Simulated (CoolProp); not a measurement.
Vapour-liquid equilibrium of R141b (1) + n-pentane (2) at 0.634 bar; x and y are mole fractions of (1).

Model: multi-fluid Helmholtz-energy mixture model, Lemmon 2006 and Thol 2019; pair parameters Bell 2016, in CoolProp.

Give the bubble temperature and the first vapour's composition at x = 0.35, 0.5, 0.8. Is there an azeotrope?

x = 0.35: 18.7 °C, y = 0.408; x = 0.5: 18.1 °C, y = 0.527; x = 0.8: 18.3 °C, y = 0.778. y crosses x between x = 0.575 and 0.65: the model has an azeotrope there.

Pair parameters are fitted to limited data, so mixtures are less certain than the pure fluids.
